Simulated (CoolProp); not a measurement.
Vapour-liquid equilibrium of CHF3 (R23) (1) + isobutane (2) at 267.3 K; x and y are mole fractions of (1).

The numbers come from the multi-fluid Helmholtz-energy mixture model, Penoncello 2003 and Bücker 2006; pair parameters Bell 2016 in CoolProp.

**Question.** Give the bubble pressure and the first vapour's composition at x = 0.65, 0.8, 0.95. Is there an azeotrope?

**Answer.** x = 0.65: 1.702 MPa, y = 0.921; x = 0.8: 1.839 MPa, y = 0.938; x = 0.95: 2.043 MPa, y = 0.977. No azeotrope shows between x = 0.05 and 0.95.

The pair parameters rest on a limited set of measurements; away from them the model extrapolates. With so large a gap from Raoult's law the liquid may split in two, which this calculation doesn't test in full.
